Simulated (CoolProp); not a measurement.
Vapour-liquid equilibrium of propylene (1) + propane (2) at 328.5 K; x and y are mole fractions of (1).

Values from CoolProp's multi-fluid Helmholtz-energy mixture model, Lemmon 2013 and Lemmon 2009; pair parameters Bell 2016.

```
x     bubble pressure, mixture model (MPa)  bubble pressure, Raoult's law (MPa)  y, mixture model  y, Raoult's law
----  ------------------------------------  -----------------------------------  ----------------  ---------------
0.05                                 1.947                                1.940             0.058            0.059
0.2                                    ___                                1.997             0.223            0.230
0.35                                   ___                                2.053             0.379            0.392
0.5                                    ___                                2.110             0.528            0.545
0.65                                 2.200                                2.167             0.671            0.690
0.8                                    ___                                2.223             0.813            0.827
0.95                                 2.287                                2.280             0.953            0.958
```

### Question
Some entries are withheld; supply them.

### Answer

- 0.2, bubble pressure, mixture model (MPa): 2.020
- 0.35, bubble pressure, mixture model (MPa): 2.086
- 0.5, bubble pressure, mixture model (MPa): 2.146
- 0.8, bubble pressure, mixture model (MPa): 2.247

The largest gap from Raoult's law is +1.7 % in bubble pressure, at x = 0.5. No azeotrope shows between x = 0.05 and 0.95.

Pair parameters are fitted to limited data, so mixtures are less certain than the pure fluids.
